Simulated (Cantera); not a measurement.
What does this Cantera script print?

```python
import numpy as np
import cantera as ct

gas = ct.Solution("gri30.yaml")
gas.TPX = 1100, 1333, {'H2': 0.24, 'O2': 1}
reactor = ct.IdealGasConstPressureReactor(gas, energy="off", clone=False)
net = ct.ReactorNet([reactor])
net.rtol, net.atol = 1e-08, 1e-18
show = ['H2', 'O2', 'HO2', 'H2O', 'O']
times = np.geomspace(2e-06, 20, 13)

steps = ct.SolutionArray(gas, extra=["t"])
rows = []
print(f"{'t/s':>10s}{'T/K':>9s}{'P/Pa':>11s}" + "".join(f"{s:>11s}" for s in show))
for t in times:
    while net.time < t:
        t_next = net.step()
        steps.append(gas.state, t=t_next)
    rows.append([np.interp(t, steps.t, y) for y in (steps.T, steps.P, *steps(*show).X.T)])
    print(f"{t:10.3e}{rows[-1][0]:9.1f}{rows[-1][1]:11.4g}" + "".join(f"{x:11.3e}" for x in rows[-1][2:]))
rate = np.gradient(steps.T, steps.t)
print("integrator steps:", len(steps.t))
if steps.T.max() > steps.T[0] + 200:
    print(f"time of steepest temperature rise: {steps.t[rate.argmax()]:.4e} s")
gas.TPX = 1100, 1333, {'H2': 0.24, 'O2': 1}
gas.equilibrate("TP")
print(f"equilibrium (TP): T = {gas.T:.1f} K  " + "  ".join(f"{s} {gas[s].X[0]:.3e}" for s in show))
```

Output:

```
       t/s      T/K       P/Pa         H2         O2        HO2        H2O          O
 2.000e-06   1100.0       1333  1.935e-01  8.065e-01  3.632e-11  1.391e-14  4.205e-13
 7.662e-06   1100.0       1333  1.935e-01  8.065e-01  1.392e-10  7.234e-13  5.925e-12
 2.936e-05   1100.0       1333  1.935e-01  8.065e-01  5.336e-10  3.244e-11  7.731e-11
 1.125e-04   1100.0       1333  1.935e-01  8.065e-01  2.050e-09  1.150e-09  9.493e-10
 4.309e-04   1100.0       1333  1.935e-01  8.065e-01  8.231e-09  8.523e-08  3.451e-08
 1.651e-03   1100.0       1333  1.832e-01  8.008e-01  4.731e-06  7.385e-03  2.697e-03
 6.325e-03   1100.0       1333  6.418e-03  7.338e-01  1.163e-05  1.738e-01  4.120e-02
 2.423e-02   1100.0       1333  1.154e-03  7.779e-01  9.726e-06  2.093e-01  6.709e-03
 9.283e-02   1100.0       1333  5.982e-05  7.852e-01  2.333e-06  2.139e-01  3.488e-04
 3.557e-01   1100.0       1333  4.565e-06  7.856e-01  3.065e-07  2.142e-01  2.852e-05
 1.363e+00   1100.0       1333  6.201e-07  7.857e-01  5.126e-08  2.143e-01  4.110e-06
 5.220e+00   1100.0       1333  1.164e-07  7.857e-01  1.134e-08  2.143e-01  7.974e-07
 2.000e+01   1100.0       1333  2.582e-08  7.857e-01  4.156e-09  2.143e-01  1.798e-07
integrator steps: 1994
equilibrium (TP): T = 1100.0 K  H2 2.777e-09  O2 7.857e-01  HO2 5.335e-09  H2O 2.143e-01  O 1.929e-08
```

Model: GRI-Mech 3.0 (53 species, 325 reactions), integrated in Cantera. Radical loss at walls, strong at low pressure, is not modelled. The temperature is held fixed by assumption; the heat of reaction is taken as removed at once.
